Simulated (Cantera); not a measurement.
Boron, boron nitride and boron oxide: B + O₂

Input: 1 mol B, a varied amount of O₂, held at 0.0975 Torr.

Method: chemical equilibrium by Gibbs-energy minimisation in Cantera with the NASA 1993 tables (ideal gas, pure condensed phases). Candidate condensed phases: B, B₂O₃; 10 gas species. The numbers say what is thermodynamically allowed, not how fast it happens.

Stable condensed phases:

```
T in K \ n(O₂) in mol
         1.2 1.6 2.2 2.9 3.8 5.1 6.8
   1923    A   A   A   A   A   A   A
   1873    A   A   A   A   A   A   A
   1823    A   A   A   A   A   A   A
   1773    A   A   A   A   A   A   A
   1723    A   A   A   A   A   A   A
   1673    A   A   A   A   A   A   A
   1623    A   A   A   A   A   A   A
   1573    A   A   A   A   A   A   A
   1523    B   B   A   A   A   A   A
   1473    B   B   B   B   B   B   A
   1423    B   B   B   B   B   B   B
   1373    B   B   B   B   B   B   B
```

A: gas only; B: B₂O₃.
